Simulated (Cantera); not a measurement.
Charge: 1 mol SiC, a varied amount of N2, at 2750 K and 10.0 mbar.

These are equilibrium values from Cantera (NASA tables, ideal gas, pure condensed phases), not measurements of a reactor. Candidate condensed phases: C, Si, SiC, Si3N4; 20 gas species. The tables' values for SiN are old estimates; treat these amounts as uncertain. The numbers say what is thermodynamically allowed, not how fast it happens.

Problem. At 4.6 mol N2, list the 5 most abundant gas species with their mole fractions, and the condensed phases.

Solution. N2 0.816, Si 0.114, SiC2 0.0566, CN 0.00614, Si2C 0.00314. Condensed: C(graphite).
